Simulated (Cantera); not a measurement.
A freely propagating, adiabatic, planar premixed flame of CH3OH : O2 : N2 : H2O = 1 : 1.07 : 4.03 : 1.5 (molar parts), unburnt at 575 K and 135 Torr; mixture-averaged transport, grid criteria slope 0.08 and curve 0.16, no radiation.

Model: GRI-Mech 3.0 (53 species, 325 reactions), integrated in Cantera. GRI-Mech 3.0 was tuned for natural gas; its chemistry of methanol as a main component is partial and can be far from experiment. Burning velocities carry a grid error of a few per cent, more on coarse grids.

x: mole fraction of selected species; z is measured from the peak of heat release.

| z (mm) | T (K) | u (m/s) | x CH3OH | x O2 | x H2O | x N2O | x C2H2 | x NO |
|---|---|---|---|---|---|---|---|---|
| -4.20 | 575 | 1.26 | 0.131 | 0.140 | 0.196 | <1e-8 | <1e-8 | <1e-8 |
| -2.80 | 579 | 1.27 | 0.130 | 0.139 | 0.195 | <1e-8 | <1e-8 | <1e-8 |
| -2.10 | 590 | 1.31 | 0.128 | 0.137 | 0.196 | <1e-8 | 1.10e-8 | <1e-8 |
| -1.40 | 653 | 1.47 | 0.123 | 0.131 | 0.201 | <1e-8 | 8.32e-8 | <1e-8 |
| -0.700 | 936 | 2.20 | 0.0934 | 0.105 | 0.232 | <1e-8 | 6.42e-7 | ? |
| -0.350 | 1227 | 2.98 | 0.0536 | 0.0773 | 0.267 | <1e-8 | 1.53e-6 | ? |
| 0 | 1525 | 3.83 | 0.0103 | 0.0473 | 0.307 | <1e-8 | 3.18e-6 | ? |
| 0.350 | 1638 | 4.15 | 0.000294 | 0.0285 | 0.329 | <1e-8 | 3.26e-6 | ? |
| 0.700 | 1667 | 4.22 | 1.97e-6 | 0.0167 | 0.338 | <1e-8 | 1.23e-6 | ? |
| 1.40 | 1698 | 4.27 | <1e-8 | 0.00716 | 0.341 | <1e-8 | 6.92e-8 | ? |
| 2.80 | 1729 | 4.32 | <1e-8 | 0.00392 | 0.338 | <1e-8 | <1e-8 | ? |
| 5.60 | 1763 | 4.38 | <1e-8 | 0.00289 | 0.338 | <1e-8 | <1e-8 | ? |
| 11.2 | 1802 | 4.47 | <1e-8 | 0.00205 | 0.341 | <1e-8 | <1e-8 | ? |

Q: What belongs in the gaps?

A: 
- -0.700, x NO: 4.55e-8
- -0.350, x NO: 1.48e-7
- 0, x NO: 3.41e-7
- 0.350, x NO: 5.54e-7
- 0.700, x NO: 7.34e-7
- 1.40, x NO: 9.97e-7
- 2.80, x NO: 1.35e-6
- 5.60, x NO: 1.78e-6
- 11.2, x NO: 2.32e-6
